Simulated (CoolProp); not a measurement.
Values from CoolProp's reference Helmholtz-energy equation of state, Thol 2021.

Task: Give the vapour pressure (MPa), liquid density (kg/m³), vapour density (kg/m³), enthalpy of vaporisation (kJ/kg) of saturated chlorine at 233.8, 272 K.

Result: 
| T (K) | p (MPa) | liquid density (kg/m³) | vapour density (kg/m³) | enthalpy of vaporisation (kJ/kg) |
|---|---|---|---|---|
| 233.8 | 0.0794 | 1580 | 2.96 | 290 |
| 272 | 0.354 | 1470 | 11.9 | 267 |
